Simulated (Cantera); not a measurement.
Charge: 1 mol SiH4, 3.9 mol H2O, 27 mol N2, held at 1025 °C and 1330 Pa.

These are equilibrium values from Cantera (NASA tables, ideal gas, pure condensed phases), not measurements of a reactor. Candidate condensed phases: H2O, Si, SiO2, Si2N2O, Si3N4; 35 gas species. The tables hold silica as quartz up to 1696 K and as liquid above; real silica turns to tridymite and cristobalite and melts near 1996 K. Rates play no part.

Base state: N2 0.821, H2 0.122, H2O 0.0578 (mole fractions); condensed: SiO2(β-quartz).

### Question
What changes in the equilibrium state with this change: SiH4 replaced by HMDSO?

### Answer
```
species              before    after
-------------------  ------  -------
N2                    0.821    0.607
H2                    0.122    0.301
CO                        0   0.0911
H2O                  0.0578  3.40e-6
HCN                       0  8.70e-5
SiO2(β-quartz), mol    1.00        0
C(graphite), mol          0     2.10
Si2N2O(s), mol            0    1.000
```
The feed counts by its element totals alone. N2 is the only nitrogen source here; it is nearly inert below about 1500 K, so the nitride shown seldom forms there in practice. Further candidate phases: C, C6H6, C7H8, C8H18, SiC.
